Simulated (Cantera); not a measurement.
An isothermal, constant-pressure homogeneous reactor starts with CO : O₂ : H₂O : N₂ = 0.0078 : 0.0068 : 0.019 : 1 (molar parts), at 1225 K and 315 Torr.

Detailed kinetics in Cantera: GRI-Mech 3.0 (53 species, 325 reactions).

x: mole fraction; the columns are a selection and need not sum to one.

```
t (s)           x CO     x O₂   x H₂O         x H     x NO       x N₂O     x NO₂
--------  ----------  -------  ------  ----------  -------  ----------  --------
3.00e-5      0.00755  0.00658  0.0184      <1e-12   <1e-12      <1e-12    <1e-12
6.68e-5      0.00755  0.00658  0.0184    2.09e-12   <1e-12      <1e-12    <1e-12
0.000149     0.00755  0.00658  0.0184    1.45e-11   <1e-12      <1e-12    <1e-12
0.000332     0.00755  0.00658  0.0184    8.94e-11   <1e-12      <1e-12    <1e-12
0.000739     0.00755  0.00658  0.0184    5.15e-10   <1e-12      <1e-12    <1e-12
0.00165      0.00755  0.00658  0.0184     4.73e-9   <1e-12      <1e-12    <1e-12
0.00367      0.00754  0.00658  0.0184     3.01e-7   <1e-12    2.24e-11    <1e-12
0.00818      0.00597  0.00588  0.0178    0.000371  1.45e-8     2.56e-8  2.49e-12
0.0182      0.000913  0.00346  0.0177    0.000379  3.82e-7     5.08e-8  4.16e-11
0.0406    (withheld)  0.00292  0.0183  (withheld)  4.53e-7  (withheld)  1.64e-10
0.0904    (withheld)  0.00283  0.0184  (withheld)  4.57e-7  (withheld)  6.22e-10
0.201        6.11e-6  0.00282  0.0184     3.15e-7  4.58e-7     1.05e-7   1.37e-9
0.449        1.24e-6  0.00282  0.0184     3.74e-8  4.58e-7     1.09e-7   1.71e-9
1.00         2.68e-7  0.00282  0.0184     5.61e-9  4.58e-7     1.02e-7   1.38e-9
```

Question: Fill in the missing entries.

Answer: 
- 0.0406, x CO: 0.000152
- 0.0406, x H: 3.72e-5
- 0.0406, x N₂O: 7.02e-8
- 0.0904, x CO: 3.02e-5
- 0.0904, x H: 3.17e-6
- 0.0904, x N₂O: 9.21e-8
